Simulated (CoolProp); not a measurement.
Vapour-liquid equilibrium of n-octane (1) + ethylbenzene (2) at 0.0394 MPa; x and y are mole fractions of (1).

Computed with CoolProp (multi-fluid Helmholtz-energy mixture model, Beckmüller 2019 and Zhou 2012; pair parameters Bell 2016).

```
x     bubble temperature, mixture model (°C)  bubble temperature, Raoult's law (°C)  y, mixture model  y, Raoult's law
----  --------------------------------------  -------------------------------------  ----------------  ---------------
0.05                                   103.1                                  103.7             0.082            0.067
0.15                                   101.3                                  102.6             0.222            0.194
0.25                                    99.8                                  101.6             0.339            0.313
0.35                                    98.6                                  100.6             0.441            0.424
0.45                                    97.6                                   99.6             0.532            0.528
0.55                                    96.8                                   98.6             0.617            0.626
0.65                                    96.1                                   97.7             0.700            0.718
0.75                                    95.6                                   96.9             0.782            0.804
0.85                                    95.2                                   96.0             0.866            0.886
0.95                                    94.9                                   95.2             0.954            0.963
```

The largest gap from Raoult's law is -2.0 K in bubble temperature, at x = 0.45. No azeotrope shows between x = 0.05 and 0.95.

Pair parameters are fitted to limited data, so mixtures are less certain than the pure fluids.
